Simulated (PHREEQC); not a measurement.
Consider water at 20 °C with 0.0015 mol CaSO4, 0.012 mol Na2HPO4 and 0.77 mol KCl per kg of water. Closed to the air; pH follows from the charge balance.

Equilibrium calculation in PHREEQC: ion-association model, wateq4f.dat.

```json
[
 {"quantity": "pH", "before": "8.36", "after": "8.51"},
 {"quantity": "ionic strength (mol/kgw)", "before": "0.804", "after": "0.802"},
 {"quantity": "HPO4-2 (mol/kgw)", "before": "0.00906", "after": "0.00922"},
 {"quantity": "H2PO4- (mol/kgw)", "before": "0.000181", "after": "0.000131"},
 {"quantity": "NaHPO4- (mol/kgw)", "before": "8.28e-5", "after": "8.43e-5"},
 {"quantity": "PO4-3 (mol/kgw)", "before": "7.00e-6", "after": "1.00e-5"}
]
```

Question: Name the change that produced these shifts.
(A) CaSO4 from 0.0015 to 0.00075 mol/kgw
(B) KCl from 0.77 to 0.385 mol/kgw
(C) Na2HPO4 from 0.012 to 0.0024 mol/kgw
(D) CaSO4 from 0.0015 to 0.00135 mol/kgw
(E) CaSO4 left out

Answer: A, CaSO4 from 0.0015 to 0.00075 mol/kgw

Precipitation was switched off in this run. The ionic strength passes 0.7 mol/kgw, the rough limit of the ion-association models, in every such run. Some of these states are supersaturated (in Hydroxyapatite, for instance). H3PO4, which wateq4f.dat lacks, is added to it with the constant of phreeqc.dat.
